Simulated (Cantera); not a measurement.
# Ignition delay

Mixture: CH₄ : O₂ : N₂ = 1 : 2 : 7.52 (molar parts), equivalence ratio 1.0, at 375 Torr, adiabatic and at constant pressure. Ignition delay is the time to a rise of 400 K.

Computed with Cantera and GRI-Mech 3.0 (53 species, 325 reactions).

```csv
T0 (K),delay (ms)
1048,943
1098,402
1148,179
1198,83.6
1248,40.6
1298,20.5
```

- apparent activation energy between 1198 and 1298 K = 180 kJ/mol
